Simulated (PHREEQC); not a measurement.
A solution holds 0.12 mol/kgw MgCl2, 0.0017 mol/kgw NaHCO3 and 0.057 mol/kgw NaCl, at 25 °C. Closed to the air; pH follows from the charge balance.

Model: ion-association model, wateq4f.dat, run in PHREEQC.

**Question.** The ionic strength comes out as 0.418 mol/kgw. What activity coefficients do HCO3-, Mg+2, NaCO3-, MgOH+, Cl- get?

**Answer.** HCO3- 0.70, Mg+2 0.30, NaCO3- 0.70, MgOH+ 0.73, Cl- 0.66.

No solid was allowed to form. Examples of supersaturated solids here: Magnesite (slow to form). Others may be too. Species that the database lacks are ignored.
